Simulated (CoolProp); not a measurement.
Vapour-liquid equilibrium of ethylbenzene (1) + p-xylene (2) at 3.83 kPa; x and y are mole fractions of (1).

Model: multi-fluid Helmholtz-energy mixture model, Zhou 2012 and Zhou 2012; pair parameters Bell 2016, in CoolProp.

### Question
Give the bubble temperature and the first vapour's composition at x = 0.15, 0.35, 0.45. Is there an azeotrope?

### Answer
x = 0.15: 320.2 K, y = 0.163; x = 0.35: 319.8 K, y = 0.369; x = 0.45: 319.6 K, y = 0.468. No azeotrope shows between x = 0.05 and 0.95.

The pair parameters rest on a limited set of measurements; away from them the model extrapolates.
